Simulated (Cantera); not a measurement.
Cantera run, input and output.

```python
import numpy as np
import cantera as ct

gas = ct.Solution("gri30.yaml")
gas.TPX = 1200, 240000, {'CH4': 1, 'O2': 2.86, 'N2': 10.7}
reactor = ct.IdealGasReactor(gas, energy="on", clone=False)
net = ct.ReactorNet([reactor])
net.rtol, net.atol = 1e-08, 1e-16
show = ['CH4', 'O2', 'H', 'HCN', 'HO2', 'O', 'CH2']
times = np.geomspace(2e-06, 1, 15)

steps = ct.SolutionArray(gas, extra=["t"])
rows = []
print(f"{'t/s':>10s}{'T/K':>9s}{'P/Pa':>11s}" + "".join(f"{s:>11s}" for s in show))
for t in times:
    while net.time < t:
        t_next = net.step()
        steps.append(gas.state, t=t_next)
    rows.append([np.interp(t, steps.t, y) for y in (steps.T, steps.P, *steps(*show).X.T)])
    print(f"{t:10.3e}{rows[-1][0]:9.1f}{rows[-1][1]:11.4g}" + "".join(f"{x:11.3e}" for x in rows[-1][2:]))
rate = np.gradient(steps.T, steps.t)
print("integrator steps:", len(steps.t))
if steps.T.max() > steps.T[0] + 200:
    print(f"time of steepest temperature rise: {steps.t[rate.argmax()]:.4e} s")
gas.TPX = 1200, 240000, {'CH4': 1, 'O2': 2.86, 'N2': 10.7}
gas.equilibrate("UV")
print(f"equilibrium (UV): T = {gas.T:.1f} K  " + "  ".join(f"{s} {gas[s].X[0]:.3e}" for s in show))
```

Output:

```
       t/s      T/K       P/Pa        CH4         O2          H        HCN        HO2          O        CH2
 2.000e-06   1200.0    2.4e+05  6.868e-02  1.964e-01  6.807e-12  7.210e-26  2.973e-09  3.341e-12  1.637e-19
 5.106e-06   1200.0    2.4e+05  6.868e-02  1.964e-01  7.801e-12  4.736e-25  7.579e-09  5.149e-12  8.660e-19
 1.304e-05   1200.0    2.4e+05  6.868e-02  1.964e-01  1.028e-11  3.126e-24  1.927e-08  9.316e-12  5.185e-18
 3.328e-05   1200.0    2.4e+05  6.868e-02  1.964e-01  1.709e-11  2.084e-23  4.870e-08  2.045e-11  3.519e-17
 8.498e-05   1200.0    2.4e+05  6.868e-02  1.964e-01  3.790e-11  1.446e-22  1.210e-07  5.259e-11  2.803e-16
 2.170e-04   1200.0    2.4e+05  6.868e-02  1.964e-01  1.190e-10  1.134e-21  2.870e-07  1.652e-10  2.950e-15
 5.539e-04   1200.0    2.4e+05  6.868e-02  1.964e-01  5.605e-10  1.269e-20  5.835e-07  6.946e-10  4.739e-14
 1.414e-03   1200.1    2.4e+05  6.866e-02  1.964e-01  2.112e-09  2.327e-19  7.823e-07  2.384e-09  4.979e-13
 3.611e-03   1200.7  2.401e+05  6.856e-02  1.963e-01  4.623e-09  2.157e-18  1.435e-06  4.117e-09  1.221e-12
 9.218e-03   1205.0   2.41e+05  6.793e-02  1.959e-01  2.197e-08  3.594e-17  4.568e-06  1.316e-08  7.109e-12
 2.354e-02   2695.8  5.462e+05  1.161e-16  5.282e-02  1.396e-03  1.542e-10  1.390e-05  3.509e-03  6.418e-16
 6.009e-02   2695.8  5.462e+05  1.161e-16  5.282e-02  1.396e-03  1.542e-10  1.390e-05  3.508e-03  6.418e-16
 1.534e-01   2695.8  5.462e+05  1.161e-16  5.282e-02  1.396e-03  1.542e-10  1.390e-05  3.508e-03  6.418e-16
 3.917e-01   2695.8  5.462e+05  1.161e-16  5.282e-02  1.396e-03  1.542e-10  1.390e-05  3.508e-03  6.418e-16
 1.000e+00   2695.8  5.462e+05  1.161e-16  5.282e-02  1.396e-03  1.542e-10  1.390e-05  3.508e-03  6.418e-16
integrator steps: 2289
time of steepest temperature rise: 1.6562e-02 s
equilibrium (UV): T = 2695.8 K  CH4 1.604e-16  O2 5.282e-02  H 1.396e-03  HCN 1.542e-10  HO2 1.390e-05  O 3.508e-03  CH2 8.110e-16
```

Detailed kinetics in Cantera: GRI-Mech 3.0 (53 species, 325 reactions).
